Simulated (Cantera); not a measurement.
Cantera run:

```python
import numpy as np
import cantera as ct

gas_names = """
    H HNO HNO2 HNO3 HO2 H2 H2O H2O2 N NH NH2 NH3 NH2OH NO NO2 NO3 N2 N2H2 N2H4 N2O O OH O2 O3 V VN VO
    VO2
""".split()
cond_names = """
    H2O(s) H2O(L) V(cr) V(L) VN(s) VO(s) VO(L) V2O3(s) V2O3(L) V2O4(I) V2O4(II) V2O4(L) V2O5(s) V2O5(L)
""".split()


# ... load() reads the species with a 1 bar reference pressure and builds the phases ...
atoms = {
    'V': {'V': 1},
    'H2O': {'H': 2, 'O': 1},
    'N2O': {'N': 2, 'O': 1},
}
top_T = {'VN(s)': 2300}  # K; cautious upper limits of use, not melting points


# ... equilibrate(T, P, feed) seeds the gas with the atoms and calls Mixture.equilibrate('TP', solver="vcs", rtol=1e-11, max_steps=5000) ...
results = []
P = 6.4  # Pa
for T in [1800, 1875, 1950, 2025, 2100, 2175, 2250, 2325, 2400, 2475, 2550, 2625, 2700]:
    for m in [0.3, 0.44, 0.66, 0.98, 1.5, 2.2, 3.2, 4.8, 7.1, 11]:
        feed = {'V': 1, 'H2O': m, 'N2O': 0.13}  # mol
        mix = equilibrate(T, P, feed)
        results.append((T, P, feed, dict(zip(mix.species_names, mix.species_moles))))

for T, P, feed, n in results:
    print(f"{T:7g} {feed['H2O']:10.4g}  " + (" + ".join(c for c in cond_names if n.get(c, 0) > 1e-12) or "gas only"))
```

Result:

```
   1800        0.3  V(cr) + VO(s)
   1800       0.44  V(cr) + VO(s)
   1800       0.66  V(cr) + VO(s)
   1800       0.98  VO(s) + V2O3(s)
   1800        1.5  V2O3(s)
   1800        2.2  V2O3(s)
   1800        3.2  V2O3(s)
   1800        4.8  V2O3(s)
   1800        7.1  V2O3(s)
   1800         11  gas only
   1875        0.3  V(cr) + VO(s)
   1875       0.44  V(cr) + VO(s)
   1875       0.66  V(cr) + VO(s)
   1875       0.98  VO(s) + V2O3(s)
   1875        1.5  V2O3(s)
   1875        2.2  V2O3(s)
   1875        3.2  V2O3(s)
   1875        4.8  gas only
   1875        7.1  gas only
   1875         11  gas only
   1950        0.3  V(cr) + VO(s)
   1950       0.44  V(cr) + VO(s)
   1950       0.66  V(cr) + VO(s)
   1950       0.98  VO(s)
   1950        1.5  V2O3(s)
   1950        2.2  V2O3(s)
   1950        3.2  gas only
   1950        4.8  gas only
   1950        7.1  gas only
   1950         11  gas only
   2025        0.3  V(cr) + VO(s)
   2025       0.44  V(cr) + VO(s)
   2025       0.66  V(cr) + VO(s)
   2025       0.98  VO(s)
   2025        1.5  VO(s)
   2025        2.2  gas only
   2025        3.2  gas only
   2025        4.8  gas only
   2025        7.1  gas only
   2025         11  gas only
   2100        0.3  V(cr) + VO(L)
   2100       0.44  V(cr) + VO(L)
   2100       0.66  V(cr) + VO(L)
   2100       0.98  VO(L)
   2100        1.5  gas only
   2100        2.2  gas only
   2100        3.2  gas only
   2100        4.8  gas only
   2100        7.1  gas only
   2100         11  gas only
   2175        0.3  gas only
   2175       0.44  gas only
   2175       0.66  gas only
   2175       0.98  gas only
   2175        1.5  gas only
   2175        2.2  gas only
   2175        3.2  gas only
   2175        4.8  gas only
   2175        7.1  gas only
   2175         11  gas only
   2250        0.3  gas only
   2250       0.44  gas only
   2250       0.66  gas only
   2250       0.98  gas only
   2250        1.5  gas only
   2250        2.2  gas only
   2250        3.2  gas only
   2250        4.8  gas only
   2250        7.1  gas only
   2250         11  gas only
   2325        0.3  gas only
   2325       0.44  gas only
   2325       0.66  gas only
   2325       0.98  gas only
   2325        1.5  gas only
   2325        2.2  gas only
   2325        3.2  gas only
   2325        4.8  gas only
   2325        7.1  gas only
   2325         11  gas only
   2400        0.3  gas only
   2400       0.44  gas only
   2400       0.66  gas only
   2400       0.98  gas only
   2400        1.5  gas only
   2400        2.2  gas only
   2400        3.2  gas only
   2400        4.8  gas only
   2400        7.1  gas only
   2400         11  gas only
   2475        0.3  gas only
   2475       0.44  gas only
   2475       0.66  gas only
   2475       0.98  gas only
   2475        1.5  gas only
   2475        2.2  gas only
   2475        3.2  gas only
   2475        4.8  gas only
   2475        7.1  gas only
   2475         11  gas only
   2550        0.3  gas only
   2550       0.44  gas only
   2550       0.66  gas only
   2550       0.98  gas only
   2550        1.5  gas only
   2550        2.2  gas only
   2550        3.2  gas only
   2550        4.8  gas only
   2550        7.1  gas only
   2550         11  gas only
   2625        0.3  gas only
   2625       0.44  gas only
   2625       0.66  gas only
   2625       0.98  gas only
   2625        1.5  gas only
   2625        2.2  gas only
   2625        3.2  gas only
   2625        4.8  gas only
   2625        7.1  gas only
   2625         11  gas only
   2700        0.3  gas only
   2700       0.44  gas only
   2700       0.66  gas only
   2700       0.98  gas only
   2700        1.5  gas only
   2700        2.2  gas only
   2700        3.2  gas only
   2700        4.8  gas only
   2700        7.1  gas only
   2700         11  gas only
```

These are equilibrium values from Cantera (NASA tables, ideal gas, pure condensed phases), not measurements of a reactor. Mutual solubility and eutectic melting of coexisting phases are not modelled. VO: taken at fixed stoichiometry. Condensed phases not in the tables: the oxides between V2O3 and V2O5 other than VO2, V2N, N, O or C dissolved in the metal.
